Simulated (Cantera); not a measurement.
Mixture: CH4 : CO : O2 : N2 : CO2 = 1 : 0.43 : 4.03 : 15.1 : 0.49 (molar parts), equivalence ratio 0.55, at 5.40 bar, adiabatic and at constant volume. Ignition delay is the time to a rise of 400 K.

Cantera simulation using GRI-Mech 3.0 (53 species, 325 reactions); the numbers are that mechanism's predictions, not measurements.

What does this change do: pressure from 5.40 bar to 1.01 bar?


```tsv
quantity	before	after
delay at 1100 K	36.6 ms	0.173 s
delay at 1175 K	11.6 ms	51.2 ms
delay at 1250 K	4.13 ms	16.9 ms
delay at 1325 K	1.62 ms	6.19 ms
delay at 1400 K	0.686 ms	2.53 ms
delay at 1475 K	0.314 ms	1.15 ms
apparent activation energy between 1325 and 1475 K	180 kJ/mol	180 kJ/mol
```
